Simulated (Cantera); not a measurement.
A closed system holds: 1 mol Si, 1.1 mol Br₂, 10 mol H₂, equilibrated at 670 Pa.

Equilibrium computed with Cantera from the NASA thermochemical tables; the gas is ideal and each condensed phase is pure. Candidate condensed phases: Br₂, Si; 19 gas species. Rates play no part.

Problem. What share of the Si ends up in condensed phases as a function of T (K), at 850, 875, 900, 925, 950, 975, 1000, 1025, 1050, 1075, 1100?

Solution. 
```json
[
 {"T (K)": "850", "Si condensed (%)": "48.4", "as": "Si(s)"},
 {"T (K)": "875", "Si condensed (%)": "49.6", "as": "Si(s)"},
 {"T (K)": "900", "Si condensed (%)": "50.9", "as": "Si(s)"},
 {"T (K)": "925", "Si condensed (%)": "52.4", "as": "Si(s)"},
 {"T (K)": "950", "Si condensed (%)": "54.0", "as": "Si(s)"},
 {"T (K)": "975", "Si condensed (%)": "55.7", "as": "Si(s)"},
 {"T (K)": "1000", "Si condensed (%)": "57.4", "as": "Si(s)"},
 {"T (K)": "1025", "Si condensed (%)": "59.1", "as": "Si(s)"},
 {"T (K)": "1050", "Si condensed (%)": "60.5", "as": "Si(s)"},
 {"T (K)": "1075", "Si condensed (%)": "61.7", "as": "Si(s)"},
 {"T (K)": "1100", "Si condensed (%)": "62.5", "as": "Si(s)"}
]
```
